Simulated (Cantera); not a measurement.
Input (Python, Cantera) and output of one run.

```python
import numpy as np
import cantera as ct

gas_names = """
    H HNO HNO2 HNO3 HO2 H2 H2O H2O2 N NH NH2 NH3 NH2OH NO NO2 NO3 N2 N2H2 N2H4 N2O O OH O2 O3 Si SiH
    SiH2 SiH3 SiH4 SiN SiO SiO2 Si2 Si2N Si3
""".split()
cond_names = """
    H2O(s) H2O(L) Si(cr) Si(L) SiO2(Lqz) SiO2(hqz) SiO2(L) Si2N2O(s) Si3N4(a)
""".split()


# ... load() reads the species with a 1 bar reference pressure and builds the phases ...
atoms = {
    'Si': {'Si': 1},
    'N2O': {'N': 2, 'O': 1},
    'H2': {'H': 2},
}
top_T = {'Si2N2O(s)': 2100, 'Si3N4(a)': 2400}  # K; cautious upper limits of use, not melting points


# ... equilibrate(T, P, feed) seeds the gas with the atoms and calls Mixture.equilibrate('TP', solver="vcs", rtol=1e-11, max_steps=5000) ...
results = []
feed = {'Si': 1, 'N2O': 3.4, 'H2': 32}  # mol
T = 948.15  # K
P = 11000  # Pa
mix = equilibrate(T, P, feed)
results.append((T, P, feed, dict(zip(mix.species_names, mix.species_moles))))
x = sorted(zip(gas.X, gas.species_names), reverse=True)
print(f"T = {T:g} K  P = {P:g} Pa  gas = {mix.phase_moles(0):.4g} mol")
print("   x: " + "  ".join(f"{s} {v:.3e}" for v, s in x if v > 1e-06))
print("   condensed (mol): " + ("  ".join(f"{mix.phase(i).name} {mix.phase_moles(i):.4g}"
      for i in range(1, mix.n_phases) if mix.phase_moles(i) > 1e-12) or "none"))
```

It prints:

```
T = 948.15 K  P = 11000 Pa  gas = 35.4 mol
   x: H2 8.644e-01  N2 9.604e-02  H2O 3.955e-02  NH3 2.290e-05
   condensed (mol): SiO2(hqz) 1
```

These are equilibrium values from Cantera (NASA tables, ideal gas, pure condensed phases), not measurements of a reactor.
